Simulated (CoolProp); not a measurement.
Model: reference Helmholtz-energy equation of state, Kamei 1995, in CoolProp.

Question: Give the vapour pressure (kPa), liquid density (kg/m³), liquid cp (kJ/(kg K)), vapour Z of saturated R22 at 11.85, 25.15 °C.

Answer: 
```json
[
 {"T (°C)": "11.85", "p (kPa)": "720", "liquid density (kg/m³)": "1240", "liquid cp (kJ/(kg K))": "1.21", "vapour Z": "0.863"},
 {"T (°C)": "25.15", "p (kPa)": "1050", "liquid density (kg/m³)": "1190", "liquid cp (kJ/(kg K))": "1.26", "vapour Z": "0.823"}
]
```
